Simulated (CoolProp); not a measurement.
Saturation properties of nitrogen (Tc = 126.2 K, pc = 3.396 MPa, ω = 0.037).

The numbers come from the reference Helmholtz-energy equation of state, Span 2000 in CoolProp.

```csv
T (K),p (MPa),liquid viscosity (µPa s),liquid conductivity (mW/(m K))
86.4,0.2613,116,127
89.9,0.3574,103,120
93.4,0.4771,92.4,113
97,0.6282,82.8,106
100.5,0.8056,74.6,99.1
104.1,1.023,67.1,92.0
107.6,1.272,60.3,85.2
111.2,1.570,53.9,78.1
114.7,1.906,47.8,71.2
```

It boils at 77.4 K under 1 atm.

Viscosity comes from a separate model (Lemmon 2004). Thermal conductivity comes from a separate model (Lemmon 2004).
